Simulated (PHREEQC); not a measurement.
A column of 0.1 m (30 cells, dispersivity 0.008 m, 60 s a shift, diffusion coefficient 3e-10 m²/s) holds 0.079 eq of the database's cation exchanger X per kg of pore water, first in equilibrium with 0.48 mmol/kgw LiCl, 7.3 mmol/kgw CdCl2 and 0.01 mmol/kgw HCl. It is flushed with 4.9 mmol/kgw LiCl, 1.2 mmol/kgw MnCl2, 49 mmol/kgw CaCl2 and 0.01 mmol/kgw HCl, at 40 °C. Values are for the last cell. CO2 from the air is kept out. No solid was allowed to form.

Base run: PHREEQC, ion-association model, phreeqc.dat. Each further column changes one thing. The table gives Cd in solution (mol/kgw).

```csv
pore volumes,base,exchange capacity from 0.079 to 0.04 eq/kgw,dispersivity from 0.008 to 0.016 m
0,0.00730,0.00730,0.00730
0.4167,0.00799,0.00799,0.0103
0.8167,0.0235,0.0231,0.0265
1.217,0.0394,(withheld),(withheld)
1.617,0.0288,0.00715,(withheld)
2.017,0.00903,0.00206,0.0102
2.417,0.00265,0.000586,0.00471
2.817,0.000787,0.000166,0.00219
3.217,0.000237,4.68e-5,0.00103
3.617,7.18e-5,1.32e-5,(withheld)
4.017,2.19e-5,3.72e-6,0.000231
```

Question: What belongs in the gaps?

Answer: 
- 1.217, exchange capacity from 0.079 to 0.04 eq/kgw: 0.0224
- 1.217, dispersivity from 0.008 to 0.016 m: 0.0350
- 1.617, dispersivity from 0.008 to 0.016 m: 0.0219
- 3.617, dispersivity from 0.008 to 0.016 m: 0.000487

Constants without temperature data keep their 25 °C values here.
